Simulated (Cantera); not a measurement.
Input: 1 mol MgCO₃, 3.8 mol H₂, 0.092 mol CO₂, held at 1925 K and 1.00 bar.

Method: chemical equilibrium by Gibbs-energy minimisation in Cantera with the NASA 1993 tables (ideal gas, pure condensed phases). Candidate condensed phases: C, C₆H₆, C₇H₈, C₈H₁₈, H₂O, Mg, MgCO₃, MgO, Mg(OH)₂; 116 gas species. Equilibrium is a limit: real reactors are often held back by kinetics, nucleation or transport.

Base state: H₂ 0.570, CO 0.206, H₂O 0.206, CO₂ 0.0173, H 0.000722, OH 2.25e-5, Mg 1.38e-5 (mole fractions); condensed: MgO(s).

Problem. What changes in the equilibrium state with this change: temperature from 1925 K to 1075 K?

Solution. 
```
species        before    after
-----------  --------  -------
H₂              0.570    0.604
H₂O             0.206    0.173
CO              0.206    0.170
CO₂            0.0173   0.0524
Mg            1.38e-5    <1e-9
CH₄           1.55e-8  0.00124
H            0.000722  1.14e-8
MgO(s), mol     1.000     1.00
```

Problem. What changes in the equilibrium state with this change: temperature from 1925 K to 2073.15 K?

Solution. 
| species | before | after |
|---|---|---|
| H₂ | 0.570 | 0.567 |
| H₂O | 0.206 | 0.207 |
| CO | 0.206 | 0.207 |
| CO₂ | 0.0173 | 0.0156 |
| Mg | 1.38e-5 | 0.000114 |
| MgOH | 2.78e-6 | 1.77e-5 |
| OH | 2.25e-5 | 8.24e-5 |
| Mg(OH)₂ | 4.33e-6 | 1.43e-5 |
| H | 0.000722 | 0.00198 |
| MgO(s), mol | 1.000 | 0.999 |
